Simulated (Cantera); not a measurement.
A perfectly stirred reactor is fed with 16.8 % H2, 16.8 % O2, 63.3 % N2, 3.03 % CO2, equivalence ratio 0.50, at 100000 Pa; it is adiabatic with a 625 K inlet, and is followed from long to short residence time, starting on the burning branch (τ in s: 0.026, 0.013, 0.0067, 0.0033, 0.0017, 0.00085, 0.00043, 0.00021, 0.00011, 5.4e-05, 2.7e-05, 1.4e-05).

Computed with Cantera and GRI-Mech 3.0 (53 species, 325 reactions).

Task: Predict: blow-out, bracketed by the residence times tried; x(H2) at τ = 26.0 ms; x(O2) at τ = 26.0 ms; x(H) at τ = 26.0 ms; x(HO2) at τ = 26.0 ms; x(NO2) at τ = 26.0 ms; x(H2) at τ = 0.430 ms; x(O2) at τ = 0.430 ms; x(H) at τ = 0.430 ms; x(HO2) at τ = 0.430 ms; x(NO2) at τ = 0.430 ms.

Result: 
```json
{
 "blow_out_bracketed_by_the_residence_times_tried": "burning at 27.0 µs, out at 14.0 µs",
 "x(H2) at τ = 26.0 ms": "0.000448",
 "x(O2) at τ = 26.0 ms": "0.0913",
 "x(H) at τ = 26.0 ms": "8.15e-5",
 "x(HO2) at τ = 26.0 ms": "3.23e-6",
 "x(NO2) at τ = 26.0 ms": "3.17e-8",
 "x(H2) at τ = 0.430 ms": "0.00553",
 "x(O2) at τ = 0.430 ms": "0.0914",
 "x(H) at τ = 0.430 ms": "0.00380",
 "x(HO2) at τ = 0.430 ms": "2.77e-5",
 "x(NO2) at τ = 0.430 ms": "6.87e-9"
}
```
